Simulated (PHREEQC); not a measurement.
A made-up water analysis in mg/L, 77 °C, pH 6.32, pe 9: Na 0.206; K 0.193; Ca 0.168; Mg 0.0167; Cl 0.244; S(6) as SO4 0.498; Alkalinity as HCO3 0.389; B 0.00133; Zn 0.0181; Cd 0.0427; Sr 0.0253.

Valence states are taken as typed.

Model: ion-association model, wateq4f.dat, run in PHREEQC.

Each row changes one thing in this solution. Precipitation was switched off in this run.

| case | CO2 (mol/kgw) | HCO3- (mol/kgw) | Zn+2 (mol/kgw) | ZnOH+ (mol/kgw) | CaSO4 (mol/kgw) | MgSO4 (mol/kgw) | SI of Zincite(c) (ZnO) | SI of Otavite (CdCO3) |
|---|---|---|---|---|---|---|---|---|
| as made | 6.46e-6 | 6.39e-6 | 2.60e-7 | 1.67e-8 | 6.14e-9 | 2.44e-9 | -2.72 | -3.34 |
| pH from 6.32 to 6.82 at the same alkalinity | 1.61e-6 | 5.04e-6 | 2.29e-7 | 4.67e-8 | 6.14e-9 | 2.44e-9 | -1.77 | -2.94 |
| pH from 6.32 to 5.5 at the same alkalinity | 6.34e-5 | 9.49e-6 | 2.73e-7 | 2.66e-9 | 6.12e-9 | 2.43e-9 | -4.34 | -3.98 |
| temperature from 77 to 45 °C at the same typed pH | 6.26e-6 | 6.77e-6 | 2.74e-7 | 2.54e-9 | 4.86e-9 | 1.27e-9 | -4.07 | -3.38 |
| all concentrations times 4 at the same typed pH | 2.56e-5 | 2.55e-5 | 1.03e-6 | 6.49e-8 | 9.15e-8 | 3.61e-8 | -2.13 | -2.15 |

Species that the database lacks are ignored. At this temperature some constants are extrapolated from 25 °C, and those without enthalpy data are left unchanged.
